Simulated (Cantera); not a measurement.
## Thermodynamics of hydrogen reduction and annealing atmospheres, feed ZrO2 + H2

Feed: 1 mol ZrO2, 2100 mol H2, equilibrated at 0.570 bar.

Cantera equilibrium calculation (NASA polynomials, part measured and part estimated; ideal gas, pure solids and liquids). Candidate condensed phases: H2O, Zr, ZrO2; 12 gas species. Mutual solubility and eutectic melting of coexisting phases are not modelled. Condensed phases not in the tables: N, O or C dissolved in the metal. Rates play no part.

```csv
T (K),x H2,x H,x H2O,x ZrO,n ZrO2(tetragonal),n Zr(β)
1550,1.000,4.17e-5,6.80e-9,1.93e-12,1.000,0
1600,1.000,7.20e-5,1.38e-8,8.63e-12,1.000,0
1650,1.000,0.000120,2.67e-8,3.53e-11,1.000,0
1700,1.000,0.000195,4.96e-8,1.33e-10,1.000,0
1750,1.000,0.000308,8.91e-8,4.61e-10,1.000,0
1800,1.000,0.000474,1.55e-7,1.50e-9,1.000,0.000161
1850,0.999,0.000713,2.61e-7,4.55e-9,1.000,0.000269
1900,0.999,0.00105,4.28e-7,1.30e-8,1.000,0.000434
1950,0.998,0.00152,6.83e-7,3.53e-8,0.999,0.000678
```
x: gas mole fraction; n: condensed amount in mol.

From 1550 K to 1750 K the condensed part is ZrO2(tetragonal). From 1800 K to 1950 K the condensed part is Zr(β) + ZrO2(tetragonal).
